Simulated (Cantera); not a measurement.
Input (Python, Cantera):

```python
import numpy as np
import cantera as ct

gas = ct.Solution("gri30.yaml")
gas.TPX = 1450, 101325, {'CH3OH': 1, 'O2': 2.78, 'N2': 10.4, 'H2O': 0.51}
reactor = ct.IdealGasReactor(gas, energy="on", clone=False)
net = ct.ReactorNet([reactor])
net.rtol, net.atol = 1e-08, 1e-16
show = ['CH3OH', 'O2', 'H2O', 'HO2', 'CH3', 'H2']
times = np.geomspace(3e-06, 0.2, 12)

steps = ct.SolutionArray(gas, extra=["t"])
rows = []
print(f"{'t/s':>10s}{'T/K':>9s}{'P/Pa':>11s}" + "".join(f"{s:>11s}" for s in show))
for t in times:
    while net.time < t:
        t_next = net.step()
        steps.append(gas.state, t=t_next)
    rows.append([np.interp(t, steps.t, y) for y in (steps.T, steps.P, *steps(*show).X.T)])
    print(f"{t:10.3e}{rows[-1][0]:9.1f}{rows[-1][1]:11.4g}" + "".join(f"{x:11.3e}" for x in rows[-1][2:]))
rate = np.gradient(steps.T, steps.t)
print("integrator steps:", len(steps.t))
if steps.T.max() > steps.T[0] + 200:
    print(f"time of steepest temperature rise: {steps.t[rate.argmax()]:.4e} s")
gas.TPX = 1450, 101325, {'CH3OH': 1, 'O2': 2.78, 'N2': 10.4, 'H2O': 0.51}
gas.equilibrate("UV")
print(f"equilibrium (UV): T = {gas.T:.1f} K  " + "  ".join(f"{s} {gas[s].X[0]:.3e}" for s in show))
```

Output:

```
       t/s      T/K       P/Pa      CH3OH         O2        H2O        HO2        CH3         H2
 3.000e-06   1450.0  1.013e+05  6.807e-02  1.892e-01  3.472e-02  3.496e-06  1.407e-06  2.368e-06
 8.235e-06   1450.0  1.013e+05  6.805e-02  1.892e-01  3.473e-02  1.095e-05  3.410e-06  7.316e-06
 2.260e-05   1450.0  1.013e+05  6.800e-02  1.892e-01  3.475e-02  3.396e-05  6.559e-06  2.308e-05
 6.205e-05   1450.1  1.013e+05  6.780e-02  1.891e-01  3.483e-02  1.059e-04  6.731e-06  8.958e-05
 1.703e-04   1453.0  1.017e+05  6.614e-02  1.881e-01  3.571e-02  3.574e-04  3.242e-06  6.741e-04
 4.675e-04   2579.8  1.895e+05  7.007e-18  8.334e-02  1.485e-01  1.245e-05  1.772e-16  4.264e-03
 1.283e-03   2604.7  1.909e+05  5.905e-18  8.178e-02  1.501e-01  1.317e-05  1.522e-16  3.705e-03
 3.523e-03   2596.5  1.902e+05  5.640e-18  7.925e-02  1.505e-01  1.262e-05  1.419e-16  3.644e-03
 9.670e-03   2588.3  1.896e+05  5.382e-18  7.670e-02  1.509e-01  1.208e-05  1.320e-16  3.582e-03
 2.654e-02   2586.5  1.894e+05  5.328e-18  7.616e-02  1.510e-01  1.196e-05  1.299e-16  3.569e-03
 7.286e-02   2586.5  1.894e+05  5.328e-18  7.615e-02  1.510e-01  1.196e-05  1.299e-16  3.569e-03
 2.000e-01   2586.5  1.894e+05  5.328e-18  7.615e-02  1.510e-01  1.196e-05  1.299e-16  3.569e-03
integrator steps: 1708
time of steepest temperature rise: 3.6096e-04 s
equilibrium (UV): T = 2586.5 K  CH3OH 5.506e-18  O2 7.615e-02  H2O 1.510e-01  HO2 1.196e-05  CH3 1.841e-16  H2 3.569e-03
```

Cantera simulation using GRI-Mech 3.0 (53 species, 325 reactions); the numbers are that mechanism's predictions, not measurements. GRI-Mech 3.0 was tuned for natural gas; its chemistry of methanol as a main component is partial and can be far from experiment.
